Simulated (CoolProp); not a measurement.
Carbon monoxide at 495 K and 0.536 MPa is throttled through a valve to 0.201 MPa with no heat exchange. Each further row changes one setting.

Values from CoolProp's reference Helmholtz-energy equation of state, Lemmon 2006. It is a short technical equation, of lower accuracy than the large ones.

| case | temperature change (K) | final density (kg/m³) |
|---|---|---|
| as stated | -0.2 | (withheld) |
| outlet pressure 0.0603 MPa | (withheld) | (withheld) |
| outlet pressure 0.261 MPa | -0.2 | (withheld) |

**Question.** Fill in the missing entries.

**Answer.** 
- as stated, final density (kg/m³): 1.37
- outlet pressure 0.0603 MPa, temperature change (K): -0.3
- outlet pressure 0.0603 MPa, final density (kg/m³): 0.411
- outlet pressure 0.261 MPa, final density (kg/m³): 1.78
